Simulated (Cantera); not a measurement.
An adiabatic, constant-volume homogeneous reactor starts with CH3OH : O2 : N2 = 1 : 0.4 : 2.35 (molar parts), equivalence ratio 3.8, at 1775 K and 1100000 Pa.

Model: GRI-Mech 3.0 (53 species, 325 reactions), integrated in Cantera. GRI-Mech 3.0 was tuned for natural gas; its chemistry of methanol as a main component is partial and can be far from experiment.

One state of this run: T (K) = 2522; P (bar) = 22.3; x CH3OH = 7.43e-11; x O2 = 6.23e-7; x C2H4 = <1e-12; x NO = 3.00e-5; x CH2CO = 4.40e-11; x CO = 0.171; x CO2 = 0.0154. x: mole fraction; the columns are a selection and need not sum to one.

Problem. Which value of t (s) does it belong to?
A) 1.15e-5
B) 0.00245
C) 0.000168
D) 4.38e-5

Solution. B, 0.00245
